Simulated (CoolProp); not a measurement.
A closed Brayton cycle with dry air: compressor inlet 325.15 K and 5.1 MPa, high pressure 14.4 MPa, turbine inlet 710 K, compressor efficiency 0.8, turbine efficiency 0.9, recuperator effectiveness 0 (on enthalpy, no pinch check). Each further row changes one setting.

Computed with CoolProp (reference Helmholtz-energy equation of state, Lemmon 2000). It is a pseudo-pure fit of the blend.

| case | thermal efficiency (%) | net work (kJ/kg) | compressor to turbine work | compressor exit (K) | turbine exit (K) |
|---|---|---|---|---|---|
| as stated | 10.2 | 27.1 | 0.84 | 466.0 | 552.2 |
| turbine inlet 660 K | 7.0 | 14.7 | 0.91 | 466.0 | 511.8 |
| compressor inlet 335.15 K | 8.9 | 22.4 | 0.87 | 480.0 | 552.2 |
| high pressure 12.2 MPa | 9.9 | 29.1 | 0.80 | 440.6 | 574.9 |
| recuperator effectiveness 0.5 | 12.2 | 27.1 | 0.84 | 466.0 | 552.2 |
